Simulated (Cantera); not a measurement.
# Ignition delay

Mixture: CO : H₂ : CH₄ : O₂ : N₂ : C₂H₆ = 1 : 0.4 : 0.44 : 3.36 : 12.6 : 0.057 (molar parts), at 15.0 bar, adiabatic and at constant pressure. Ignition delay is the time to a rise of 400 K.

Detailed kinetics in Cantera: GRI-Mech 3.0 (53 species, 325 reactions). The pressure lies above the range GRI-Mech 3.0 was tuned for (to about 10 atm).

| T0 (K) | delay (ms) |
|---|---|
| 1225 | 0.170 |
| 1300 | 0.0668 |
| 1375 | 0.0314 |
| 1450 | 0.0168 |
| 1525 | 0.00986 |
| 1600 | 0.00618 |
| 1675 | 0.00409 |

```json
{
  "apparent activation energy between 1525 and 1675 K": "120 kJ/mol"
}
```
